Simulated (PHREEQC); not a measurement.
1 kg of water holding 91 mmol/kgw Na2SO4 and 0.72 mmol/kgw Na2B4O7 is evaporated at 30 °C; the solids stay in contact with the brine. The system is closed to CO2. The run lets Mirabilite, Thenardite, Borax, Boric_acid,s, NaBO2:4H2O, NaB5O8:5H2O precipitate or redissolve, and no other solid.

Equilibrium calculation in PHREEQC: Pitzer model, pitzer.dat.

```tsv
water left (kg)	ionic strength	water activity	Mirabilite (mol)	Borax (mol)
1	0.274	0.996	0	0
0.6755	0.406	0.994	0	0
0.4563	___	___	0	0
0.3082	0.890	0.988	0	0
0.2082	___	___	0	0
0.1407	1.95	___	0	0
0.09502	___	___	0	0
0.06418	4.28	0.951	0	0
0.04336	___	0.929	0	0
0.02594	8.42	0.903	0.0188	0
0.006893	8.61	0.900	0.0717	0.000184
```

Q: What belongs in the gaps?

A: 
- 0.4563, ionic strength: 0.601
- 0.4563, water activity: 0.992
- 0.2082, ionic strength: 1.32
- 0.2082, water activity: 0.983
- 0.1407, water activity: 0.976
- 0.09502, ionic strength: 2.89
- 0.09502, water activity: 0.966
- 0.04336, ionic strength: 6.33
